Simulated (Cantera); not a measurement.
Input (Python, Cantera) and output of one run.

```python
import numpy as np
import cantera as ct

gas_names = """
    Hg N NO NO2 NO3 N2 N2O O O2 O3
""".split()
cond_names = """
    Hg(cr) Hg(L) HgO(s)
""".split()


def load(file, names, dense=False):
    # The tables refer to 1 bar. Condensed volumes are neglected.
    table = {s.name: s for s in ct.Species.list_from_file(file)}
    out = []
    for n in names:
        d = dict(table[n].input_data)
        d["thermo"] = dict(d["thermo"], **{"reference-pressure": 1e5})
        if dense:
            d["equation-of-state"] = {"model": "constant-volume", "density": "1e6 g/cm^3"}
        out.append(ct.Species.from_dict(d))
    return out


gas = ct.Solution(thermo="ideal-gas", species=load("nasa_gas.yaml", gas_names))
cond = {s.name: ct.Solution(thermo="fixed-stoichiometry", species=[s], name=s.name)
        for s in load("nasa_condensed.yaml", cond_names, dense=True)}
atoms = {
    'HgO': {'Hg': 1, 'O': 1},
    'O2': {'O': 2},
    'N2': {'N': 2},
}
top_T = {}  # K; cautious upper limits of use, not melting points


def equilibrate(T, P, feed):
    n = {}
    for name, mol in feed.items():
        for a, k in atoms[name].items():
            n[a] = n.get(a, 0.0) + k * mol
    gas.TPX = T, P, n
    mass = sum(n.values()) * gas.mean_molecular_weight
    gas.equilibrate("TP")
    valid = [c for c in cond.values() if c.min_temp <= T <= top_T.get(c.name, c.max_temp)]
    mix = ct.Mixture([(gas, mass / gas.mean_molecular_weight)] + [(c, 0.0) for c in valid])
    mix.T, mix.P = T, P
    mix.equilibrate("TP", solver="vcs", rtol=1e-11, max_steps=5000)
    return mix


results = []
feed = {'HgO': 1, 'O2': 0.69, 'N2': 3.4}  # mol
T = 1548.15  # K
P = 10000  # Pa
mix = equilibrate(T, P, feed)
results.append((T, P, feed, dict(zip(mix.species_names, mix.species_moles))))
print(gas.report(threshold=1e-05))
for i in range(1, mix.n_phases):
    print(f"{mix.phase(i).name:16s} {mix.phase_moles(i):12.5e} mol")
```

Output:

```
       temperature   1548.2 K
          pressure   10000 Pa
           density   0.046406 kg/m^3
  mean mol. weight   59.734 kg/kmol
   phase of matter   gas

                          1 kg             1 kmol
                     ---------------   ---------------
          enthalpy        8.2236e+05        4.9123e+07  J
   internal energy        6.0687e+05        3.6251e+07  J
           entropy            4476.9        2.6743e+05  J/K
    Gibbs function       -6.1086e+06       -3.6489e+08  J
 heat capacity c_p            548.39             32758  J/K
 heat capacity c_v             409.2             24443  J/K

                      mass frac. Y      mole frac. X     chem. pot. / RT
                     ---------------   ---------------   ---------------
                Hg           0.60072           0.17889           -22.399
                NO        0.00068158         0.0013569           -30.325
                N2           0.28492           0.60755           -28.911
                 O        2.9824e-06        1.1135e-05            -15.87
                O2           0.11367           0.21219           -31.739
     [   +5 minor]        1.5662e-06        2.0346e-06

Hg(L)             0.00000e+00 mol
```

Equilibrium computed with Cantera from the NASA thermochemical tables; the gas is ideal and each condensed phase is pure.
